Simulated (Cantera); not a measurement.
Input: 1 mol SiCl4, 0.79 mol Cl2, 14 mol H2, equilibrated at 1023 K and 2.70 bar.

Method: chemical equilibrium by Gibbs-energy minimisation in Cantera with the NASA 1993 tables (ideal gas, pure condensed phases). Candidate condensed phases: Si; 19 gas species. The tables' values for SiCl3 are old estimates; treat these amounts as uncertain. The numbers say what is thermodynamically allowed, not how fast it happens.

Base state: H2 0.832, HCl 0.104, SiCl4 0.0592, SiHCl3 0.00400, SiCl3 6.20e-5, SiH2Cl2 3.00e-5 (mole fractions); condensed: gas only.

Q: What changes in the equilibrium state with this change: SiCl4 replaced by Si?

A: 
| species | before | after |
|---|---|---|
| H2 | 0.832 | 0.962 |
| SiHCl3 | 0.00400 | 0.0156 |
| SiCl4 | 0.0592 | 0.0129 |
| HCl | 0.104 | 0.00671 |
| SiH3Cl | 5.78e-8 | 7.27e-5 |
| SiH2Cl2 | 3.00e-5 | 0.00210 |
| SiCl2 | 1.37e-6 | 8.31e-5 |
| Si(s), mol | 0 | 0.556 |
